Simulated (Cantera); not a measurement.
A perfectly stirred reactor is fed with CH4 : CO2 = 1 : 0.35 (molar parts), at 3.55 atm; it is held at 1450 K, and followed from long to short residence time.

Detailed kinetics in Cantera: GRI-Mech 3.0 (53 species, 325 reactions). GRI-Mech 3.0 stops at C3 and has no aromatics, soot or wall deposition, so with more carbon than oxygen in the feed, carbon stays in small species such as C2H2 where larger ones or solid carbon would form.

### Question
Predict: x(CH4) at τ = 14.0 s; x(CO2) at τ = 14.0 s; x(CH3) at τ = 14.0 s; x(C2H4) at τ = 14.0 s; x(CH2CO) at τ = 14.0 s; x(CH4) at τ = 0.220 s; x(CO2) at τ = 0.220 s; x(CH3) at τ = 0.220 s; x(C2H4) at τ = 0.220 s; x(CH2CO) at τ = 0.220 s.

### Answer
```json
{
 "x(CH4) at τ = 14.0 s": "0.253",
 "x(CO2) at τ = 14.0 s": "0.0340",
 "x(CH3) at τ = 14.0 s": "4.50e-5",
 "x(C2H4) at τ = 14.0 s": "0.0372",
 "x(CH2CO) at τ = 14.0 s": "9.15e-6",
 "x(CH4) at τ = 0.220 s": "0.547",
 "x(CO2) at τ = 0.220 s": "0.209",
 "x(CH3) at τ = 0.220 s": "6.83e-5",
 "x(C2H4) at τ = 0.220 s": "0.0157",
 "x(CH2CO) at τ = 0.220 s": "2.00e-6"
}
```
